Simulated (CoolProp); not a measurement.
Ammonia at several states: fugacity coefficient from the reference equation and from simpler models built on Tc = 405.6 K, pc = 11.36 MPa, ω = 0.256; each cubic takes its own stable root.

Computed with CoolProp (reference Helmholtz-energy equation of state, Gao 2020).

```tsv
T (K)	p (MPa)	phase	reference
586.8	11.8	supercritical	0.9092
645.5	0.46	gas	0.9975
277.1	33.7	liquid	0.02006
434.7	5.79	gas	0.8578
595.9	2.88	gas	0.9783
```

**Question.** How far does each simpler model (Redlich-Kwong, Soave-Redlich-Kwong) lie from the reference over these 5 states: mean and median of the absolute difference, and the worst?

**Answer.** 
- Redlich-Kwong: mean 16.8 %, median 0.5 %, worst +81.4 % at 277.1 K and 33.7 MPa
- Soave-Redlich-Kwong: mean 3.1 %, median 1.1 %, worst +12.5 % at 277.1 K and 33.7 MPa
